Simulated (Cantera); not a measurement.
A Cantera script and what it prints.

```python
import numpy as np
import cantera as ct

gas_names = """
    H2O O
""".split()
cond_names = """
    CuO2H2(s) Cu(cr) Cu(L)
""".split()


# ... load() reads the species with a 1 bar reference pressure and builds the phases ...
species = {s.name: s for s in load("nasa_gas.yaml", gas_names) + load("nasa_condensed.yaml", cond_names)}
# Each term lists the table entries of one substance; the one whose range holds T is used.
reactions = {
    'Cu(OH)2 = H2O(g) + Cu + O(g)':
        [(-1, ['CuO2H2(s)']), (1, ['H2O']), (1, ['Cu(cr)', 'Cu(L)']), (1, ['O'])],
}


def pick(names, T):
    return next(species[n] for n in names if species[n].thermo.min_temp <= T <= species[n].thermo.max_temp)


results = []
for label, terms in reactions.items():
    print(label)
    print("     T/K   dH/kJ  dS/(J/K)   dG/kJ   log10 K")
    for T in [600, 675, 750, 825, 900, 975, 1050, 1125]:
        used = [(nu, pick(names, T)) for nu, names in terms]
        dH = sum(nu * s.thermo.h(T) for nu, s in used) / 1e6
        dS = sum(nu * s.thermo.s(T) for nu, s in used) / 1e3
        dG = dH - T * dS / 1e3
        logK = -dG * 1e6 / (ct.gas_constant * T * np.log(10))
        results.append((label, T, dH, dS, dG, logK, [s.name for _, s in used]))
        print(f"{T:8g} {dH:8.1f} {dS:8.1f} {dG:8.1f} {logK:8.2f}")
```

It prints:

```
Cu(OH)2 = H2O(g) + Cu + O(g)
     T/K   dH/kJ  dS/(J/K)   dG/kJ   log10 K
     600    451.8    261.2    295.0   -25.68
     675    449.9    258.2    275.6   -21.32
     750    447.9    255.4    256.3   -17.85
     825    445.7    252.7    237.2   -15.02
     900    443.6    250.2    218.4   -12.67
     975    441.4    247.9    199.7   -10.70
    1050    439.2    245.8    181.2    -9.01
    1125    437.2    243.8    162.8    -7.56
```

Cantera with NASA thermochemical tables; ideal gases at 1 bar, condensed phases pure. Condensed species are held in their standard states even where they would react or evaporate.
